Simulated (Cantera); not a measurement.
**Ignition delay**

Mixture: 11.2 % CH₄, 18.7 % O₂, 70.1 % N₂, equivalence ratio 1.2, at 1.01 bar, adiabatic and at constant volume. Ignition delay is the time to a rise of 400 K.

Model: GRI-Mech 3.0 (53 species, 325 reactions), integrated in Cantera.

```json
[
 {"T0 (K)": "1050", "delay (ms)": "493"},
 {"T0 (K)": "1125", "delay (ms)": "146"},
 {"T0 (K)": "1200", "delay (ms)": "47.5"},
 {"T0 (K)": "1275", "delay (ms)": "16.8"},
 {"T0 (K)": "1350", "delay (ms)": "6.41"},
 {"T0 (K)": "1425", "delay (ms)": "2.64"},
 {"T0 (K)": "1500", "delay (ms)": "1.17"},
 {"T0 (K)": "1575", "delay (ms)": "0.571"},
 {"T0 (K)": "1650", "delay (ms)": "0.302"}
]
```

```
Item                                                    Result
--------------------------------------------------  ----------
apparent activation energy between 1500 and 1650 K  190 kJ/mol
```
